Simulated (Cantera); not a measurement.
## Equilibrium for carbothermic reduction: Cu2O + CO + N2

Feed: 1 mol Cu2O, 4.3 mol CO, 7.9 mol N2, at 750 Torr.

Cantera equilibrium calculation (NASA polynomials, part measured and part estimated; ideal gas, pure solids and liquids). Candidate condensed phases: C, Cu, CuO, Cu2O; 27 gas species. Kinetics and transport are ignored.

From 1425 K to 2400 K the condensed part is Cu(l). The main Cu-bearing gas is Cu throughout.

```json
[
 {"T (K)": "1425", "x N2": "0.648", "x CO": "0.270", "x Cu": "2.17e-6", "x CO2": "0.0820", "x Cu2": "5.10e-10", "n Cu(l)": "2.00"},
 {"T (K)": "1500", "x N2": "0.648", "x CO": "0.270", "x Cu": "8.22e-6", "x CO2": "0.0820", "x Cu2": "3.22e-9", "n Cu(l)": "2.00"},
 {"T (K)": "1575", "x N2": "0.648", "x CO": "0.270", "x Cu": "2.73e-5", "x CO2": "0.0820", "x Cu2": "1.70e-8", "n Cu(l)": "2.00"},
 {"T (K)": "1650", "x N2": "0.647", "x CO": "0.270", "x Cu": "8.12e-5", "x CO2": "0.0820", "x Cu2": "7.62e-8", "n Cu(l)": "2.00"},
 {"T (K)": "1725", "x N2": "0.647", "x CO": "0.270", "x Cu": "0.000219", "x CO2": "0.0819", "x Cu2": "2.99e-7", "n Cu(l)": "2.00"},
 {"T (K)": "1800", "x N2": "0.647", "x CO": "0.270", "x Cu": "0.000541", "x CO2": "0.0819", "x Cu2": "1.04e-6", "n Cu(l)": "1.99"},
 {"T (K)": "1875", "x N2": "0.647", "x CO": "0.270", "x Cu": "0.00124", "x CO2": "0.0819", "x Cu2": "3.25e-6", "n Cu(l)": "1.98"},
 {"T (K)": "1950", "x N2": "0.646", "x CO": "0.270", "x Cu": "0.00267", "x CO2": "0.0817", "x Cu2": "9.27e-6", "n Cu(l)": "1.97"},
 {"T (K)": "2025", "x N2": "0.644", "x CO": "0.269", "x Cu": "0.00542", "x CO2": "0.0815", "x Cu2": "2.43e-5", "n Cu(l)": "1.93"},
 {"T (K)": "2100", "x N2": "0.641", "x CO": "0.268", "x Cu": "0.0104", "x CO2": "0.0811", "x Cu2": "5.94e-5", "n Cu(l)": "1.87"},
 {"T (K)": "2175", "x N2": "0.635", "x CO": "0.265", "x Cu": "0.0191", "x CO2": "0.0803", "x Cu2": "0.000136", "n Cu(l)": "1.76"},
 {"T (K)": "2250", "x N2": "0.625", "x CO": "0.261", "x Cu": "0.0337", "x CO2": "0.0791", "x Cu2": "0.000293", "n Cu(l)": "1.57"},
 {"T (K)": "2325", "x N2": "0.610", "x CO": "0.255", "x Cu": "0.0571", "x CO2": "0.0770", "x Cu2": "0.000599", "n Cu(l)": "1.25"},
 {"T (K)": "2400", "x N2": "0.586", "x CO": "0.245", "x Cu": "0.0935", "x CO2": "0.0738", "x Cu2": "0.00117", "n Cu(l)": "0.708"}
]
```
x: gas mole fraction; n: condensed amount in mol.
